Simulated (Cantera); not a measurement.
## AlCl₃ + N₂O + H₂ (aluminium nitride and oxide growth)

Feed: 1 mol AlCl₃, a varied amount of N₂O, 540 mol H₂, at 1698.15 K and 140 Pa.

These are equilibrium values from Cantera (NASA tables, ideal gas, pure condensed phases), not measurements of a reactor. Candidate condensed phases: Al, AlCl₃, AlN, Al₂O₃, H₂O, NH₄Cl; 45 gas species. Rates play no part.

```json
[
 {"n(N₂O) (mol)": "0.9", "x H₂": "0.989", "x N₂": "0.00166", "x H₂O": "0.000112", "x HCl": "0.00470", "x H": "0.00385", "n Al₂O₃(s)": "0.279"},
 {"n(N₂O) (mol)": "1.2", "x H₂": "0.988", "x N₂": "0.00221", "x H₂O": "0.000166", "x HCl": "0.00502", "x H": "0.00385", "n Al₂O₃(s)": "0.370"},
 {"n(N₂O) (mol)": "1.5", "x H₂": "0.988", "x N₂": "0.00276", "x H₂O": "0.000305", "x HCl": "0.00530", "x H": "0.00385", "n Al₂O₃(s)": "0.445"},
 {"n(N₂O) (mol)": "1.9", "x H₂": "0.986", "x N₂": "0.00349", "x H₂O": "0.000807", "x HCl": "0.00545", "x H": "0.00384", "n Al₂O₃(s)": "0.487"},
 {"n(N₂O) (mol)": "2.4", "x H₂": "0.985", "x N₂": "0.00440", "x H₂O": "0.00168", "x HCl": "0.00547", "x H": "0.00384", "n Al₂O₃(s)": "0.496"},
 {"n(N₂O) (mol)": "3.1", "x H₂": "0.982", "x N₂": "0.00568", "x H₂O": "0.00294", "x HCl": "0.00547", "x H": "0.00384", "n Al₂O₃(s)": "0.498"},
 {"n(N₂O) (mol)": "3.9", "x H₂": "0.979", "x N₂": "0.00714", "x H₂O": "0.00440", "x HCl": "0.00547", "x H": "0.00383", "n Al₂O₃(s)": "0.499"},
 {"n(N₂O) (mol)": "5", "x H₂": "0.975", "x N₂": "0.00913", "x H₂O": "0.00639", "x HCl": "0.00546", "x H": "0.00382", "n Al₂O₃(s)": "0.499"},
 {"n(N₂O) (mol)": "6.4", "x H₂": "0.970", "x N₂": "0.0117", "x H₂O": "0.00893", "x HCl": "0.00545", "x H": "0.00381", "n Al₂O₃(s)": "0.500"},
 {"n(N₂O) (mol)": "8.2", "x H₂": "0.964", "x N₂": "0.0149", "x H₂O": "0.0122", "x HCl": "0.00543", "x H": "0.00380", "n Al₂O₃(s)": "0.500"},
 {"n(N₂O) (mol)": "10", "x H₂": "0.957", "x N₂": "0.0181", "x H₂O": "0.0154", "x HCl": "0.00541", "x H": "0.00379", "n Al₂O₃(s)": "0.500"},
 {"n(N₂O) (mol)": "13", "x H₂": "0.947", "x N₂": "0.0234", "x H₂O": "0.0207", "x HCl": "0.00538", "x H": "0.00377", "n Al₂O₃(s)": "0.500"}
]
```
x: gas mole fraction; n: condensed amount in mol.

From 0.9 mol N₂O to 13 mol N₂O the condensed part is Al₂O₃(s). The main Al-bearing gas is AlCl throughout.
